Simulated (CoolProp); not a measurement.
The fluid at 298.15 K and 0.684 MPa is throttled through a valve to 0.473 MPa with no heat exchange. The same conditions are run with several fluids, on thermodynamics alone (safety and materials aside).

Model: reference Helmholtz-energy equation of state of each fluid (ethylene: Smukala 2000; carbonyl sulfide: Lemmon 2006; R407C: Lemmon 2003; R13: Platzer 1990; hydrogen sulfide: Lemmon 2006), in CoolProp. The equations of Platzer and Polt are older, rougher fits. Blends and air are pseudo-pure fits.

Question: Rank ethylene, carbonyl sulfide, R407C, R13, hydrogen sulfide by temperature change (K), highest first.

Answer: ethylene (-2.2), R13 (-2.5), hydrogen sulfide (-3.7), carbonyl sulfide (-4.5), R407C (-4.7)

```
fluid             final density (kg/m³)
----------------  ---------------------
ethylene                           5.55
carbonyl sulfide                   12.3
R407C                              18.3
R13                                21.1
hydrogen sulfide                   6.85
```
